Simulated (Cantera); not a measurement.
# Low-pressure radical oxidation in H2/O2

An isothermal, constant-pressure homogeneous reactor starts with 11.3 % H2, 40.3 % O2, 48.4 % N2, equivalence ratio 0.14, at 973 K and 18.8 Torr.

Cantera simulation using the H2/O2 subset of GRI-Mech 3.0, which has no nitrogen chemistry; the numbers are that mechanism's predictions, not measurements. Radical loss at walls, strong at low pressure, is not modelled. The temperature is held fixed by assumption; the heat of reaction is taken as removed at once.

```json
[
 {"t (s)": "5.00e-6", "x H2": "0.113", "x O2": "0.403", "x H": "1.92e-12", "x H2O": "<1e-12", "x O": "<1e-12", "x HO2": "1.94e-12", "x OH": "<1e-12"},
 {"t (s)": "2.15e-5", "x H2": "0.113", "x O2": "0.403", "x H": "8.02e-12", "x H2O": "<1e-12", "x O": "<1e-12", "x HO2": "8.35e-12", "x OH": "<1e-12"},
 {"t (s)": "9.25e-5", "x H2": "0.113", "x O2": "0.403", "x H": "3.45e-11", "x H2O": "5.39e-12", "x O": "6.41e-12", "x HO2": "3.61e-11", "x OH": "3.58e-12"},
 {"t (s)": "0.000398", "x H2": "0.113", "x O2": "0.403", "x H": "2.81e-10", "x H2O": "2.47e-10", "x O": "1.13e-10", "x HO2": "1.62e-10", "x OH": "4.38e-11"},
 {"t (s)": "0.00171", "x H2": "0.113", "x O2": "0.403", "x H": "1.38e-7", "x H2O": "2.05e-7", "x O": "6.20e-8", "x HO2": "6.37e-9", "x OH": "2.28e-8"},
 {"t (s)": "0.00735", "x H2": "0.00610", "x O2": "0.360", "x H": "0.0227", "x H2O": "0.0979", "x O": "0.0115", "x HO2": "1.13e-5", "x OH": "0.00231"},
 {"t (s)": "0.0316", "x H2": "0.000237", "x O2": "0.367", "x H": "8.46e-5", "x H2O": "0.119", "x O": "0.000386", "x HO2": "5.37e-6", "x OH": "0.000265"},
 {"t (s)": "0.136", "x H2": "1.17e-5", "x O2": "0.367", "x H": "7.52e-7", "x H2O": "0.120", "x O": "1.69e-5", "x HO2": "7.00e-7", "x OH": "5.34e-5"},
 {"t (s)": "0.585", "x H2": "5.93e-7", "x O2": "0.368", "x H": "1.93e-8", "x H2O": "0.120", "x O": "1.48e-6", "x HO2": "7.70e-8", "x OH": "1.61e-5"},
 {"t (s)": "2.51", "x H2": "4.79e-8", "x O2": "0.368", "x H": "1.01e-9", "x H2O": "0.120", "x O": "2.10e-7", "x HO2": "1.17e-8", "x OH": "6.07e-6"},
 {"t (s)": "10.8", "x H2": "7.46e-9", "x O2": "0.368", "x H": "8.09e-11", "x H2O": "0.120", "x O": "3.92e-8", "x HO2": "2.30e-9", "x OH": "2.61e-6"},
 {"t (s)": "46.5", "x H2": "1.46e-9", "x O2": "0.368", "x H": "7.73e-12", "x H2O": "0.120", "x O": "8.20e-9", "x HO2": "5.55e-10", "x OH": "1.19e-6"},
 {"t (s)": "200", "x H2": "3.17e-10", "x O2": "0.368", "x H": "<1e-12", "x H2O": "0.120", "x O": "1.83e-9", "x HO2": "2.56e-10", "x OH": "5.61e-7"}
]
```
x: mole fraction; the columns are a selection and need not sum to one.

Equilibrium at this temperature and pressure: H2 4.80e-11, O2 0.368, H <1e-12, H2O 0.120, O 2.61e-10, HO2 3.95e-10, OH 2.12e-7 (gas phase only).
